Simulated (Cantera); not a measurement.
Input: 1 mol Si, 7.7 mol NF3, held at 0.330 Torr.

Equilibrium computed with Cantera from the NASA thermochemical tables; the gas is ideal and each condensed phase is pure. Candidate condensed phases: Si, Si3N4; 16 gas species. Equilibrium is a limit: real reactors are often held back by kinetics, nucleation or transport.

x: gas mole fraction; nothing condenses.

```
T (°C)       x F     x NF3    x F2   x N2  x SiF4
------  --------  --------  ------  -----  ------
275     0.000428     0.686  0.0887  0.108   0.117
350          [?]       [?]     [?]    [?]     [?]
425          [?]       [?]     [?]  0.252     [?]
500        0.184   0.00315   0.508  0.242  0.0633
575        0.436  0.000221   0.300  0.209  0.0543
650        0.669   9.66e-6   0.107  0.178  0.0462
725        0.764   3.48e-7  0.0278  0.165  0.0429
```

Q: Complete the blanks.

A: 
- 425, x F: 0.0507
- 425, x NF3: 0.0362
- 425, x F2: 0.591
- 425, x SiF4: 0.0702
- 350, x F: 0.00787
- 350, x NF3: 0.289
- 350, x F2: 0.415
- 350, x N2: 0.199
- 350, x SiF4: 0.0893
